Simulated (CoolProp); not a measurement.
R236FA along the isotherm 400 K: Z from the reference equation and from simpler models built on Tc = 398.1 K, pc = 3.191 MPa, ω = 0.377; each cubic takes its own stable root.

Values from CoolProp's reference Helmholtz-energy equation of state, Pan 2012.

```
p (MPa)          phase  reference
-------  -------------  ---------
0.101              gas     0.9891
0.17               gas     0.9816
0.287              gas     0.9686
0.485              gas     0.9462
0.818              gas     0.9068
1.38               gas     0.8343
2.33               gas     0.6823
3.93     supercritical     0.2141
6.64     supercritical     0.3096
11.2     supercritical     0.4782
18.9     supercritical     0.7495
31.9     supercritical      1.181
```

How far does each simpler model (van der Waals, Soave-Redlich-Kwong) lie from the reference over these 12 states: mean and median of the absolute difference, and the worst?


- van der Waals: mean 18.2 %, median 4.1 %, worst +46.7 % at 400 K and 3.93 MPa
- Soave-Redlich-Kwong: mean 5.9 %, median 1.0 %, worst +25.8 % at 400 K and 3.93 MPa
